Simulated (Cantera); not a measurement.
Charge: 1 mol AlCl₃, 2.7 mol NH₃, 720 mol N₂, at 602 °C and 0.750 bar.

Equilibrium computed with Cantera from the NASA thermochemical tables; the gas is ideal and each condensed phase is pure. Candidate condensed phases: Al, AlCl₃, AlN, NH₄Cl; 20 gas species. Equilibrium is a limit: real reactors are often held back by kinetics, nucleation or transport.

Base state: N₂ 0.993, H₂ 0.00428, HCl 0.00259, AlCl₃ 0.000513 (mole fractions); condensed: AlN(s).

**Question.** What changes in the equilibrium state with this change: NH₃ from 2.7 to 2.2 mol?

**Answer.** 
```tsv
species	before	after
N₂	0.993	0.994
H₂	0.00428	0.00335
HCl	0.00259	0.00239
AlCl₃	0.000513	0.000581
AlN(s), mol	0.627	0.578
```
